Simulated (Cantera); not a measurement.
Dilute partial oxidation

An isothermal, constant-pressure homogeneous reactor starts with CH₄ : O₂ : N₂ = 0.0044 : 0.016 : 1 (molar parts), equivalence ratio 0.55, at 1200 K and 0.980 bar.

Detailed kinetics in Cantera: GRI-Mech 3.0 (53 species, 325 reactions).

```
t (s)       x CH₄     x O₂      x OH       x H   x CH₂CO     x H₂O
--------  -------  -------  --------  --------  --------  --------
0.000200  0.00431   0.0157  5.30e-12  7.93e-12    <1e-12  7.49e-11
0.000743  0.00431   0.0157  9.65e-12  1.02e-11    <1e-12  4.65e-10
0.00276   0.00431   0.0157  2.83e-11  1.90e-11    <1e-12   4.12e-9
0.0102    0.00431   0.0157  1.27e-10  5.80e-11    <1e-12   5.75e-8
0.0381    0.00431   0.0157  6.41e-10  2.38e-10  1.04e-12   1.11e-6
0.141     0.00429   0.0157   1.60e-9  8.42e-10  3.81e-10   1.25e-5
0.525     0.00400   0.0155   1.76e-8   1.82e-8   5.46e-7  0.000265
1.95       <1e-12  0.00706   9.28e-7  9.94e-11    <1e-12   0.00862
7.25       <1e-12  0.00706   4.82e-7  1.39e-11    <1e-12   0.00862
26.9       <1e-12  0.00706   3.80e-7  7.35e-12    <1e-12   0.00862
100        <1e-12  0.00706   3.79e-7  7.31e-12    <1e-12   0.00862
```
x: mole fraction; the columns are a selection and need not sum to one.

Equilibrium at this temperature and pressure: CH₄ <1e-12, O₂ 0.00704, OH 3.79e-7, H 7.31e-12, CH₂CO <1e-12, H₂O 0.00862 (gas phase only).
